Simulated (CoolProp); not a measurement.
Properties of acetone along the isobar 1390 kPa.

Computed with CoolProp (reference Helmholtz-energy equation of state, Lemmon 2006). It is a short technical equation, of lower accuracy than the large ones.

| T (K) | phase | density (kg/m³) | cp (kJ/(kg K)) | speed of sound (m/s) | expansivity (1/kK) | fugacity coefficient |
|---|---|---|---|---|---|---|
| 365.2 | liquid | 706.4 | 2.349 | 871.9 | 1.838 | 0.2034 |
| 383.6 | liquid | 681.7 | 2.427 | 788.5 | 2.046 | 0.3142 |
| 402.1 | liquid | 654.7 | 2.521 | 702.8 | 2.336 | [?] |
| 420.6 | liquid | 624.7 | 2.640 | [?] | [?] | 0.6453 |
| 439.1 | gas | 29.17 | 2.414 | 209.9 | 6.211 | 0.8051 |
| 457.5 | gas | 26.42 | 2.227 | 223.9 | 4.739 | 0.8336 |
| 476 | gas | 24.40 | 2.144 | 235.4 | [?] | 0.8564 |
| 494.5 | gas | 22.81 | 2.111 | 245.2 | 3.387 | 0.8749 |
| 513 | gas | 21.51 | 2.103 | 253.9 | 3.014 | 0.8902 |
| 531.4 | gas | 20.40 | 2.110 | 261.9 | 2.736 | 0.9030 |
| 549.9 | gas | 19.43 | 2.127 | 269.2 | 2.518 | 0.9139 |

Question: Fill in the missing entries.

Answer: 
- 402.1, fugacity coefficient: 0.4610
- 420.6, speed of sound (m/s): 613.5
- 420.6, expansivity (1/kK): 2.766
- 476, expansivity (1/kK): 3.916
